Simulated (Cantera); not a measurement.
Charge: 1 mol SiH4, 1100 mol H2, equilibrated at 1873 K and 0.133 bar.

Method: chemical equilibrium by Gibbs-energy minimisation in Cantera with the NASA 1993 tables (ideal gas, pure condensed phases). Candidate condensed phases: Si; 9 gas species. Gases not in the tables: Si2H6 and higher silanes. Kinetics and transport are ignored.

Base state: H2 0.998, H 0.00177, Si 6.61e-5, SiH2 4.90e-5, SiH 2.25e-5 (mole fractions); condensed: Si(l).

Problem. What changes in the equilibrium state with this change: pressure from 0.133 bar to 1.00 bar?

Solution. 
```tsv
species	before	after
H2	0.998	0.999
H	0.00177	0.000645
SiH2	4.90e-5	4.90e-5
Si	6.61e-5	8.82e-6
SiH	2.25e-5	8.21e-6
Si(l), mol	0.847	0.926
```

Problem. What changes in the equilibrium state with this change: pressure from 0.133 bar to 0.00350 bar?

Solution. 
```csv
species,before,after
H2,0.998,0.988
H,0.00177,0.0108
Si,6.61e-5,0.000835
SiH2,4.90e-5,1.61e-5
SiH,2.25e-5,4.58e-5
"Si(l), mol",0.847,0
```
